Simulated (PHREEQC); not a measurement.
1 kg of water holding 0.042 mol/kgw NaCl, 0.087 mol/kgw Na2SO4, 0.0044 mol/kgw NaOH and 0.0048 mol/kgw Na2CO3 is evaporated at 25 °C; the solids stay in contact with the brine. CO2 is held at log p = -3.4 (atm). Only these solids could form: Burkeite, Halite, Mirabilite, Nahcolite, Natron, Thenardite, Trona.

Model: Pitzer model, pitzer.dat, run in PHREEQC.

| water left (kg) | ionic strength | water activity | Thenardite (mol) | Mirabilite (mol) | Halite (mol) | Trona (mol) |
|---|---|---|---|---|---|---|
| 0.9999 | 0.319 | 0.995 | 0 | 0 | 0 | 0 |
| 0.6755 | 0.473 | 0.992 | 0 | 0 | 0 | 0 |
| 0.375 | 0.854 | 0.986 | 0 | 0 | 0 | 0 |
| 0.2533 | ___ | 0.980 | 0 | 0 | 0 | 0 |
| 0.1711 | 1.88 | 0.972 | 0 | 0 | 0 | 0 |
| 0.1156 | 2.78 | ___ | 0 | 0 | 0 | 0 |
| 0.06418 | 5.02 | 0.927 | 0 | 0 | 0 | 0 |
| 0.03932 | 6.49 | 0.897 | 0 | 0.0224 | 0 | 0 |
| 0.01888 | 7.90 | ___ | 0 | ___ | 0 | 0 |
| 0.01509 | ___ | 0.805 | 0.0366 | ___ | 0 | 0 |
| 0.01102 | 8.81 | ___ | 0.0754 | 0 | 0 | 0 |
| 0.007392 | 8.83 | 0.734 | 0.0821 | 0 | 0.00528 | 0.00150 |

**Question.** Fill in the missing entries.

**Answer.** 
- 0.2533, ionic strength: 1.27
- 0.1156, water activity: 0.959
- 0.01888, water activity: 0.841
- 0.01888, Mirabilite (mol): 0.0579
- 0.01509, ionic strength: 8.91
- 0.01509, Mirabilite (mol): 0.0262
- 0.01102, water activity: 0.772
